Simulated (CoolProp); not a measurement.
A Linde-Hampson liquefier for nitrogen: isothermal reversible compression at 230 K from 1 atm to 5 MPa, throttling to 1 atm, return gas leaving the recuperator 0 K below the feed. Each further row changes one setting.

Values from CoolProp's reference Helmholtz-energy equation of state, Span 2000.

| case | liquid yield per pass | compression work (kJ/kg of gas) |
|---|---|---|
| as stated | 0.051 | 262 |
| high pressure 10 MPa | 0.098 | 307 |
| warm-end temperature 260 K | 0.036 | 299 |
| warm-end gap 5 K | 0.037 | 262 |
